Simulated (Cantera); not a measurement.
Mixture: 1.08 % CH4, 0.228 % C2H6, 1.41 % C3H8, 20.4 % O2, 76.9 % N2, equivalence ratio 0.49, at 458 Torr, adiabatic and at constant volume. Ignition delay is the time to a rise of 400 K.

Model: GRI-Mech 3.0 (53 species, 325 reactions), integrated in Cantera. GRI-Mech 3.0 was tuned for natural gas; its chemistry of propane as a main component is partial and can be far from experiment.

**Question.** Predict: delay at 1300 K; delay at 1400 K; delay at 1500 K; delay at 1600 K; delay at 1700 K; delay at 1800 K; delay at 1900 K; apparent activation energy between 1700 and 1900 K.

**Answer.** 
- delay at 1300 K: 0.959 ms
- delay at 1400 K: 0.263 ms
- delay at 1500 K: 0.101 ms
- delay at 1600 K: 49.5 µs
- delay at 1700 K: 29.0 µs
- delay at 1800 K: 19.1 µs
- delay at 1900 K: 13.7 µs
- apparent activation energy between 1700 and 1900 K: 100 kJ/mol
